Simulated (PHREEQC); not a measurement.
Consider water at 25 °C with 0.037 mol HF, 0.00054 mol KOH and 0.0018 mol KCl per kg of water. Closed to the air; pH follows from the charge balance.

Computed with PHREEQC (ion-association model, wateq4f.dat).

This is a speciation only: nothing precipitates in the calculation.

Task: Estimate the pH, ionic strength.

Result: pH 2.37; ionic strength 0.00697 mol/kgw.

Task: In which forms is F present?

Result: HF 74 %, F- 13 %, H2F2 11 %, HF2- 2.7 % of the F.

wateq4f.dat counts part of the HF as a dimer, H2F2, which phreeqc.dat doesn't know; its constant is uncertain.
